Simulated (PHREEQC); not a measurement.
## Brine: an equilibrium model

Dissolve 5 mol HCl, 0.99 mol CaCl2 and 0.13 mol MgCl2 per kg of water at 25 °C. Closed to the air; pH follows from the charge balance.

The numbers come from PHREEQC with the Pitzer model, pitzer.dat.

No solid was allowed to form.

Predict the pH, activity of water, density.

pH -2.16; activity of water 0.611; density 1.149 g/cm³.

Complexes and solids missing from the database can't appear. In brines, pH and single-ion activities rest on the MacInnes convention.
